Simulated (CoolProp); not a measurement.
cis-2-butene along the isobar 5.5 MPa: fugacity coefficient from the reference equation and from simpler models built on Tc = 435.8 K, pc = 4.236 MPa, ω = 0.202; each cubic takes its own stable root.

Model: reference Helmholtz-energy equation of state, Lemmon 2005, in CoolProp. It is a short technical equation, of lower accuracy than the large ones.

| T (K) | phase | reference |
|---|---|---|
| 404.4 | liquid | 0.3772 |
| 414.5 | liquid | 0.4264 |
| 424.5 | liquid | 0.4764 |
| 434.6 | liquid | 0.5271 |
| 444.6 | supercritical | 0.5759 |
| 454.7 | supercritical | 0.6194 |
| 464.7 | supercritical | 0.6522 |
| 474.8 | supercritical | 0.6793 |
| 484.8 | supercritical | 0.7025 |
| 494.9 | supercritical | 0.7235 |
| 504.9 | supercritical | 0.7422 |
| 515 | supercritical | 0.7594 |
| 525 | supercritical | 0.7750 |

### Question
How far does each simpler model (van der Waals, Soave-Redlich-Kwong) lie from the reference over these 13 states: mean and median of the absolute difference, and the worst?

### Answer
- van der Waals: mean 6.5 %, median 1.8 %, worst +26.3 % at 404.4 K and 5.5 MPa
- Soave-Redlich-Kwong: mean 2.3 %, median 1.7 %, worst +4.0 % at 404.4 K and 5.5 MPa
